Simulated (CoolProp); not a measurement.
Saturation properties of ethane (Tc = 305.3 K, pc = 4.872 MPa, ω = 0.099).

Model: reference Helmholtz-energy equation of state, Bücker 2006, in CoolProp.

```tsv
T (K)	p (MPa)	liquid density (kg/m³)	enthalpy of vaporisation (kJ/kg)	vapour Z	surface tension (mN/m)	liquid viscosity (µPa s)
188.6	0.1253	538.7	484.0	0.9608	___	158
200.8	0.2252	___	466.7	___	13.6	137
213	0.3765	506.3	___	0.9145	11.8	___
225.2	0.5935	488.6	426.0	0.8827	9.91	104
237.4	0.8914	469.6	401.6	0.8446	8.11	90.4
249.7	1.290	448.6	373.1	0.7989	6.35	78.5
261.9	1.799	425.2	339.8	0.7450	4.68	67.7
274.1	2.442	398.0	299.0	0.6800	3.11	___
286.3	3.239	364.0	246.1	0.5980	___	47.7
298.5	4.221	312.9	___	0.4795	0.453	36.6
```

Q: Fill in the missing entries.

A: 
- 188.6, surface tension (mN/m): 15.6
- 200.8, liquid density (kg/m³): 522.9
- 200.8, vapour Z: 0.9404
- 213, enthalpy of vaporisation (kJ/kg): 447.5
- 213, liquid viscosity (µPa s): 119
- 274.1, liquid viscosity (µPa s): 57.6
- 286.3, surface tension (mN/m): 1.67
- 298.5, enthalpy of vaporisation (kJ/kg): 164.7

It boils at 184.6 K under 1 atm.

Viscosity comes from a separate model (Friend 1991). Surface tension comes from a separate correlation (Mulero 2012).
